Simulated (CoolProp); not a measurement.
Vapour-liquid equilibrium of n-heptane (1) + m-xylene (2) at 131.15 °C; x and y are mole fractions of (1).

Computed with CoolProp (multi-fluid Helmholtz-energy mixture model, Span 2003 and Zhou 2012; pair parameters Bell 2016).

Question: Give the bubble pressure and the first vapour's composition at x = 0.2, 0.5, 0.95. Is there an azeotrope?

Answer: x = 0.2: 0.1217 MPa, y = 0.446; x = 0.5: 0.1699 MPa, y = 0.731; x = 0.95: 0.2351 MPa, y = 0.977. No azeotrope shows between x = 0.05 and 0.95.

The pair parameters rest on a limited set of measurements; away from them the model extrapolates.
